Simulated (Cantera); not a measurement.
Charge: 1 mol Ta2O5, 0.99 mol CH4, 0.023 mol CO, at 0.0100 bar.

Equilibrium computed with Cantera from the NASA thermochemical tables; the gas is ideal and each condensed phase is pure. Candidate condensed phases: C, C6H6, C7H8, C8H18, H2O, Ta, TaC, Ta2O5; 113 gas species. Mutual solubility and eutectic melting of coexisting phases are not modelled. TaC: taken at fixed stoichiometry. Condensed phases not in the tables: Ta2C. The numbers say what is thermodynamically allowed, not how fast it happens.

x: gas mole fraction; n: condensed amount in mol.

| T (K) | x H2 | x CO | x CH4 | x H2O | x CO2 | x H | x C2H4 | n C(graphite) | n Ta2O5(s) | n TaC(s) |
|---|---|---|---|---|---|---|---|---|---|---|
| 923 | 0.986 | 0.0113 | 0.00226 | 0.000173 | 4.05e-6 | 2.43e-9 | 3.91e-9 | 0.986 | 1.00 | 0 |
| 973 | 0.979 | ___ | ___ | ___ | 3.86e-6 | ___ | ___ | 0.964 | 0.997 | ___ |
| 1023 | 0.917 | 0.0817 | 0.000631 | 0.000205 | 2.39e-5 | 3.97e-8 | 5.52e-9 | 0.774 | 0.969 | 0.0614 |
| 1073 | 0.730 | 0.269 | 0.000229 | 0.000274 | 0.000109 | 1.20e-7 | 3.74e-9 | 0 | 0.859 | 0.283 |
| 1123 | 0.730 | 0.269 | ___ | ___ | 0.000108 | ___ | ___ | 0 | 0.858 | 0.283 |
| 1173 | 0.730 | 0.269 | 1.95e-5 | 0.000371 | 0.000107 | 1.01e-6 | 2.17e-10 | 0 | 0.858 | 0.283 |
| 1223 | 0.730 | 0.269 | 6.65e-6 | 0.000422 | 0.000106 | 2.57e-6 | 6.26e-11 | 0 | 0.858 | 0.283 |
| 1273 | 0.730 | 0.269 | 2.47e-6 | 0.000475 | 0.000106 | 6.09e-6 | 2.00e-11 | 0 | 0.858 | 0.283 |

Problem. Some entries are withheld; supply them.

Solution. 
- 1123, x CH4: 6.32e-5
- 1123, x H2O: 0.000321
- 1123, x H: 3.64e-7
- 1123, x C2H4: 8.45e-10
- 973, x CO: 0.0196
- 973, x CH4: 0.00123
- 973, x H2O: 0.000119
- 973, x H: 1.07e-8
- 973, x C2H4: 4.99e-9
- 973, n TaC(s): 0.00673
